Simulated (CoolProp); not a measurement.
Computed with CoolProp (reference Helmholtz-energy equation of state, Setzmann 1991).

**Question.** Give the vapour pressure (kPa), enthalpy of vaporisation (kJ/kg), vapour Z, vapour viscosity (µPa s) of saturated methane at 118.4 K.

**Answer.** 
| T (K) | p (kPa) | enthalpy of vaporisation (kJ/kg) | vapour Z | vapour viscosity (µPa s) |
|---|---|---|---|---|
| 118.4 | 171 | 498 | 0.948 | 4.52 |

Viscosity comes from a separate model (Quiñones-Cisneros 2006).
